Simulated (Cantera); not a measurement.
# Boron, boron nitride and boron oxide: B₂H₆ + H₂O + N₂

Charge: 1 mol B₂H₆, 7.6 mol H₂O, 21 mol N₂, at 20.0 Pa.

Cantera equilibrium calculation (NASA polynomials, part measured and part estimated; ideal gas, pure solids and liquids). Candidate condensed phases: B, BN, B₂O₃, B₃O₃H₃, H₂O; 39 gas species. The feed counts by its element totals alone. Equilibrium is a limit: real reactors are often held back by kinetics, nucleation or transport.

From 1323 K to 2323 K nothing is condensed. The main B-bearing gas is HBO₂ throughout.

| T (K) | log p N₂ | log p H | log p H₂ | log p H₂O | log p HBO₂ | log p O | log p OH | log p BO | log p BO₂ |
|---|---|---|---|---|---|---|---|---|---|
| 1323 | -3.89 | -8.02 | -4.43 | -4.65 | -4.92 | -13.68 | -10.08 | -10.55 | -10.24 |
| 1423 | -3.89 | -7.39 | -4.43 | -4.65 | -4.92 | -12.28 | -9.28 | -9.68 | -9.45 |
| 1523 | -3.89 | -6.85 | -4.44 | -4.65 | -4.93 | -11.07 | -8.58 | -8.93 | -8.77 |
| 1623 | -3.89 | -6.38 | -4.44 | -4.65 | -4.93 | -10.00 | -7.97 | -8.28 | -8.17 |
| 1723 | -3.89 | -5.96 | -4.44 | -4.65 | -4.94 | -9.05 | -7.43 | -7.70 | -7.64 |
| 1823 | -3.89 | -5.59 | -4.45 | -4.65 | -4.95 | -8.20 | -6.95 | -7.20 | -7.16 |
| 1923 | -3.90 | -5.26 | -4.47 | -4.66 | -4.97 | -7.43 | -6.51 | -6.76 | -6.74 |
| 2023 | -3.90 | -4.98 | -4.51 | -4.67 | -5.00 | -6.73 | -6.12 | -6.38 | -6.37 |
| 2123 | -3.92 | -4.73 | -4.56 | -4.72 | -5.06 | -6.10 | -5.79 | -6.04 | -6.05 |
| 2223 | -3.94 | -4.51 | -4.64 | -4.83 | -5.18 | -5.58 | -5.54 | -5.74 | -5.81 |
| 2323 | -3.98 | -4.34 | -4.75 | -5.06 | -5.40 | -5.19 | -5.43 | -5.47 | -5.69 |
log p: log10 of the partial pressure in bar; nothing condenses.
